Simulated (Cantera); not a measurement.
Standard-state values (1 bar) from the NASA 1993 polynomials, evaluated with Cantera. Values are per mole of reaction as written; species without (g) are pure solids or liquids, kept so even where they would boil at 1 bar.

2 K + Cl₂(g) ⇌ 2 KCl, with ΔH° = -873.4 kJ and ΔS° = -187.3 J/K at 300 K.

Problem. How far is the shortcut ΔG° ≈ ΔH°(300 K) − T·ΔS°(300 K) from the full temperature-dependent value at 375, 475, 575, 675, 775, 875, 975, 1075, 1175 K?

Solution. 
| T (K) | shortcut (kJ) | full (kJ) | difference (kJ) | difference in log10 K | condensed phases |
|---|---|---|---|---|---|
| 375 | -803.1 | -802.7 | -0.5 | 0.06 | K(l), KCl(s) |
| 475 | -784.4 | -782.8 | -1.6 | 0.17 | K(l), KCl(s) |
| 575 | -765.7 | -763.2 | -2.5 | 0.23 | K(l), KCl(s) |
| 675 | -747.0 | -743.8 | -3.1 | 0.24 | K(l), KCl(s) |
| 775 | -728.2 | -724.8 | -3.5 | 0.24 | K(l), KCl(s) |
| 875 | -709.5 | -706.0 | -3.6 | 0.21 | K(l), KCl(s) |
| 975 | -690.8 | -687.5 | -3.3 | 0.18 | K(l), KCl(s) |
| 1075 | -672.1 | -670.9 | -1.2 | 0.06 | K(l), KCl(l) |
| 1175 | -653.3 | -658.2 | 4.8 | -0.21 | K(l), KCl(l) |
The shortcut ignores heat capacities and the phase changes listed.
